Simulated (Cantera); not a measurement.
Feed: 1 mol Si, 0.62 mol F2, 0.14 mol H2, held at 973 K and 0.00133 bar.

Method: chemical equilibrium by Gibbs-energy minimisation in Cantera with the NASA 1993 tables (ideal gas, pure condensed phases). Candidate condensed phases: Si; 25 gas species. The tables' values for SiF3 are old estimates; treat these amounts as uncertain. Rates play no part.

Base state: SiF4 0.683, H2 0.308, SiHF3 0.00787, SiF3 0.00164, SiH2F2 4.87e-5, HF 3.66e-5 (mole fractions); condensed: Si(s).

### Question
What changes in the equilibrium state with this change: pressure from 0.00133 bar to 0.100 bar?

### Answer
```tsv
species	before	after
SiF4	0.683	0.675
H2	0.308	0.301
SiHF3	0.00787	0.0227
SiH2F2	4.87e-5	0.000410
HF	3.66e-5	1.23e-5
SiF3	0.00164	0.000552
Si(s), mol	0.689	0.687
```
